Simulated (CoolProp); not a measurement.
A single-stage vapour-compression cycle with the fluid: evaporating at 267.15 K (dew point), condensing at 291.15 K (bubble point), superheat 8 K, subcooling 0 K, compressor efficiency 0.7, no pressure losses. The same conditions are run with several fluids, on thermodynamics alone (safety and materials aside).

Model: reference Helmholtz-energy equation of state of each fluid (nitrous oxide: Lemmon 2006; n-perfluoropentane: Gao 2022; R152A: Outcalt 1996; hydrogen chloride: Thol 2018; R407C: Lemmon 2003; R125: Lemmon 2005), in CoolProp. Blends and air are pseudo-pure fits.

Problem. Rank nitrous oxide, n-perfluoropentane, R152A, hydrogen chloride, R407C, R125 by cooling COP, highest first.

Solution. R152A (7.05), n-perfluoropentane (6.81), R125 (6.56), hydrogen chloride (6.09), nitrous oxide (5.61), R407C (5.36)

```csv
fluid,pressure ratio,discharge temperature (K),refrigerating effect (kJ/kg),volumetric capacity (kJ/m³)
nitrous oxide,1.81,326.2,202,13400
n-perfluoropentane,2.92,291.5,82.2,236
R152A,2.28,318.3,280,1830
hydrogen chloride,1.83,336.9,287,12600
R407C,2.64,324.5,188,2870
R125,2.07,304.9,114,3750
```
